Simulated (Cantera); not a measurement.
## Sublimation and decomposition of ceramics: Al2O3 + H2

Feed: 1 mol Al2O3, 0.015 mol H2, equilibrated at 8.80 mbar.

Equilibrium computed with Cantera from the NASA thermochemical tables; the gas is ideal and each condensed phase is pure. Candidate condensed phases: Al, Al2O3, H2O; 41 gas species. Ions and electrons are included (thermal ionisation). The tables' values for AlOH are old estimates; treat these amounts as uncertain. The numbers say what is thermodynamically allowed, not how fast it happens.

```
T (K)     x H2       x O      x H      x Al     x AlO     x Al+      x e-     x H2O      x OH    x Al2O      x O2  n Al2O3(s)  n Al2O3(l)
-----  -------  --------  -------  --------  --------  --------  --------  --------  --------  --------  --------  ----------  ----------
2000     0.982   1.32e-8   0.0172  0.000302   8.22e-7   2.45e-8   2.42e-8  0.000592   1.03e-6   5.79e-5  3.44e-12       1.000           0
2250     0.917   3.19e-6   0.0758   0.00213   4.41e-5   5.27e-7   5.01e-7   0.00450   5.59e-5  0.000589   6.56e-9       1.000           0
2500     0.737  0.000242    0.230   0.00880  0.000879   5.92e-6   5.23e-6    0.0182   0.00118   0.00267   2.45e-6           0       1.000
2750     0.422   0.00822    0.474    0.0254   0.00908   4.19e-5   3.37e-5    0.0384    0.0116   0.00738  0.000301           0       0.999
3000    0.0973     0.126    0.525    0.0810    0.0682  0.000257  0.000179    0.0212    0.0380    0.0242    0.0108           0       0.996
3250   4.32e-6     0.485  0.00712     0.259     0.174   0.00118  0.000896   7.58e-7  0.000494    0.0366    0.0332           0           0
3500   1.01e-6     0.552  0.00633     0.351    0.0694   0.00288   0.00276   5.25e-8  0.000151   0.00463    0.0110           0           0
3750   3.20e-7     0.578  0.00605     0.375    0.0242   0.00616   0.00613   5.42e-9   5.35e-5  0.000491   0.00372           0           0
4000   1.22e-7     0.584  0.00593     0.376   0.00885    0.0119    0.0119  7.51e-10   2.14e-5   5.97e-5   0.00135           0           0
4250   5.23e-8     0.582  0.00585     0.366   0.00350    0.0211    0.0211  1.30e-10   9.38e-6   8.66e-6  0.000541           0           0
4500   2.44e-8     0.575  0.00576     0.348   0.00148    0.0347    0.0347  2.70e-11   4.46e-6   1.46e-6  0.000235           0           0
4750   1.22e-8     0.564  0.00565     0.322  0.000662    0.0536    0.0536  6.45e-12   2.25e-6   2.77e-7  0.000110           0           0
5000   6.44e-9     0.550  0.00550     0.289  0.000305    0.0779    0.0779  1.74e-12   1.20e-6   5.65e-8   5.42e-5           0           0
```
x: gas mole fraction; n: condensed amount in mol.

From 2000 K to 2250 K the condensed part is Al2O3(s). From 2500 K to 3000 K the condensed part is Al2O3(l). From 3250 K to 5000 K nothing is condensed. The main Al-bearing gas is Al throughout.
